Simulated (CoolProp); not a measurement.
Saturated liquid density (kg/m³) of isobutene: the reference equation beside estimates from Tc = 418.1 K, pc = 4.016 MPa, ω = 0.193. Rackett uses Z = 0.29056 − 0.08775 ω.

Values from CoolProp's reference Helmholtz-energy equation of state, Lemmon 2005. It is a short technical equation, of lower accuracy than the large ones.

```tsv
T (K)	reference	Rackett	van der Waals	Redlich-Kwong	Soave-Redlich-Kwong	Peng-Robinson
201.2	696.2	693.5	429.3	638.1	645.3	___
222.4	674.1	672.2	417.2	618.1	627.4	706.7
243.6	651.5	650.0	404.2	596.1	607.5	685.4
264.8	628.0	626.6	390.2	572.0	585.2	661.4
286	___	601.7	375.0	545.3	560.2	634.2
307.2	576.9	575.0	358.3	515.7	531.9	602.9
328.4	548.0	545.7	339.8	482.4	499.3	566.5
349.6	515.3	513.0	318.7	444.3	461.2	___
370.8	476.7	474.7	293.8	399.6	415.2	470.5
392	426.7	425.8	262.2	343.5	356.1	401.4
```

Q: Complete the blanks.

A: 
- 201.2, Peng-Robinson: 725.7
- 286, reference: 603.3
- 349.6, Peng-Robinson: 523.4

Absolute difference from the reference over all 10 rows, mean and median: Rackett 0.3 and 0.3 %, van der Waals 38.1 and 38.1 %, Redlich-Kwong 11.6 and 10.1 %, Soave-Redlich-Kwong 9.2 and 7.6 %, Peng-Robinson 4.1 and 4.7 %.
